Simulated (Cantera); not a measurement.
# Equilibrium for tantalum, niobium, vanadium and zirconium in process gases: Nb + O2

A closed system holds: 1 mol Nb, 3.3 mol O2, equilibrated at 2250 K.

Method: chemical equilibrium by Gibbs-energy minimisation in Cantera with the NASA 1993 tables (ideal gas, pure condensed phases). Candidate condensed phases: Nb, NbO, NbO2, Nb2O5; 6 gas species. Condensed phases not in the tables: the oxides between NbO2 and Nb2O5. Kinetics and transport are ignored.

```json
[
 {"P (Pa)": "0.100", "x O2": "0.0436", "x O": "0.770", "x NbO2": "0.184", "x NbO": "0.00163", "x O3": "1.44e-12", "n Nb2O5(l)": "0"},
 {"P (Pa)": "2.50", "x O2": "0.335", "x O": "0.427", "x NbO2": "0.238", "x NbO": "0.000152", "x O3": "1.53e-10", "n Nb2O5(l)": "0"},
 {"P (Pa)": "63", "x O2": "0.841", "x O": "0.135", "x NbO2": "0.0243", "x NbO": "1.94e-6", "x O3": "3.05e-9", "n Nb2O5(l)": "0.472"},
 {"P (Pa)": "1600", "x O2": "0.971", "x O": "0.0287", "x NbO2": "0.000411", "x NbO": "6.07e-9", "x O3": "1.91e-8", "n Nb2O5(l)": "0.500"},
 {"P (Pa)": "40000", "x O2": "0.994", "x O": "0.00582", "x NbO2": "7.30e-6", "x NbO": "2.13e-11", "x O3": "9.89e-8", "n Nb2O5(l)": "0.500"},
 {"P (Pa)": "1000000", "x O2": "0.999", "x O": "0.00117", "x NbO2": "1.30e-7", "x NbO": "<1e-12", "x O3": "4.98e-7", "n Nb2O5(l)": "0.500"}
]
```
x: gas mole fraction; n: condensed amount in mol.

From 0.100 Pa to 2.50 Pa nothing is condensed. From 63.0 Pa to 10.0 bar the condensed part is Nb2O5(l). The main Nb-bearing gas is NbO2 throughout.
